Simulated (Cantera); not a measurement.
Input (Python, Cantera) and output of one run.

```python
import numpy as np
import cantera as ct

gas_names = """
    Cr CrN N N2
""".split()
cond_names = """
    Cr(cr) Cr(L) CrN(s) Cr2N(s)
""".split()


# ... load() reads the species with a 1 bar reference pressure and builds the phases ...
atoms = {
    'Cr': {'Cr': 1},
    'N2': {'N': 2},
}
top_T = {'CrN(s)': 1900, 'Cr2N(s)': 1900}  # K; cautious upper limits of use, not melting points


# ... equilibrate(T, P, feed) seeds the gas with the atoms and calls Mixture.equilibrate('TP', solver="vcs", rtol=1e-11, max_steps=5000) ...
results = []
T = 2023.15  # K
P = 1333.22  # Pa
for m in [5.3, 6.7, 8.1, 9.4, 11, 12, 14, 15, 16, 18, 19, 20, 22]:
    feed = {'Cr': 1, 'N2': m}  # mol
    mix = equilibrate(T, P, feed)
    results.append((T, P, feed, dict(zip(mix.species_names, mix.species_moles))))
    x = sorted(zip(gas.X, gas.species_names), reverse=True)
    print(f"T = {T:g} K  P = {P:g} Pa  n(N2) = {m:g} mol  gas = {mix.phase_moles(0):.4g} mol")
    print("   x: " + "  ".join(f"{s} {v:.3e}" for v, s in x if v > 0.001))
    print("   condensed (mol): " + ("  ".join(f"{mix.phase(i).name} {mix.phase_moles(i):.4g}"
          for i in range(1, mix.n_phases) if mix.phase_moles(i) > 1e-12) or "none"))
```

Output:

```
T = 2023.15 K  P = 1333.22 Pa  n(N2) = 5.3 mol  gas = 5.961 mol
   x: N2 8.891e-01  Cr 1.109e-01
   condensed (mol): Cr(cr) 0.3387
T = 2023.15 K  P = 1333.22 Pa  n(N2) = 6.7 mol  gas = 7.536 mol
   x: N2 8.891e-01  Cr 1.109e-01
   condensed (mol): Cr(cr) 0.1641
T = 2023.15 K  P = 1333.22 Pa  n(N2) = 8.1 mol  gas = 9.1 mol
   x: N2 8.901e-01  Cr 1.099e-01
   condensed (mol): none
T = 2023.15 K  P = 1333.22 Pa  n(N2) = 9.4 mol  gas = 10.4 mol
   x: N2 9.038e-01  Cr 9.615e-02
   condensed (mol): none
T = 2023.15 K  P = 1333.22 Pa  n(N2) = 11 mol  gas = 12 mol
   x: N2 9.167e-01  Cr 8.333e-02
   condensed (mol): none
T = 2023.15 K  P = 1333.22 Pa  n(N2) = 12 mol  gas = 13 mol
   x: N2 9.231e-01  Cr 7.692e-02
   condensed (mol): none
T = 2023.15 K  P = 1333.22 Pa  n(N2) = 14 mol  gas = 15 mol
   x: N2 9.333e-01  Cr 6.667e-02
   condensed (mol): none
T = 2023.15 K  P = 1333.22 Pa  n(N2) = 15 mol  gas = 16 mol
   x: N2 9.375e-01  Cr 6.250e-02
   condensed (mol): none
T = 2023.15 K  P = 1333.22 Pa  n(N2) = 16 mol  gas = 17 mol
   x: N2 9.412e-01  Cr 5.882e-02
   condensed (mol): none
T = 2023.15 K  P = 1333.22 Pa  n(N2) = 18 mol  gas = 19 mol
   x: N2 9.474e-01  Cr 5.263e-02
   condensed (mol): none
T = 2023.15 K  P = 1333.22 Pa  n(N2) = 19 mol  gas = 20 mol
   x: N2 9.500e-01  Cr 5.000e-02
   condensed (mol): none
T = 2023.15 K  P = 1333.22 Pa  n(N2) = 20 mol  gas = 21 mol
   x: N2 9.524e-01  Cr 4.762e-02
   condensed (mol): none
T = 2023.15 K  P = 1333.22 Pa  n(N2) = 22 mol  gas = 23 mol
   x: N2 9.565e-01  Cr 4.348e-02
   condensed (mol): none
```

Method: chemical equilibrium by Gibbs-energy minimisation in Cantera with the NASA 1993 tables (ideal gas, pure condensed phases).
